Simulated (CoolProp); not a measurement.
Saturated liquid density (kg/m³) of sulfur dioxide: the reference equation beside estimates from Tc = 430.6 K, pc = 7.887 MPa, ω = 0.256. Rackett uses Z = 0.29056 − 0.08775 ω.

Values from CoolProp's reference Helmholtz-energy equation of state, Gao 2016.

```csv
T (K),reference,Rackett,Redlich-Kwong
229.2,1549,1519,1345
244.4,(withheld),1483,1313
259.5,(withheld),(withheld),1278
274.7,1431,1409,1240
289.9,1390,(withheld),1200
305,1347,1329,(withheld)
320.2,1302,1285,1111
335.4,1254,(withheld),1060
350.5,1202,1188,1005
365.7,1144,(withheld),944.0
```

Question: What belongs in the gaps?

Answer: 
- 244.4, reference: 1510
- 259.5, reference: 1471
- 259.5, Rackett: 1447
- 289.9, Rackett: 1370
- 305, Redlich-Kwong: 1157
- 335.4, Rackett: 1238
- 365.7, Rackett: 1133

Absolute difference from the reference over all 10 rows, mean and median: Rackett 1.4 and 1.4 %, Redlich-Kwong 14.4 and 13.9 %.
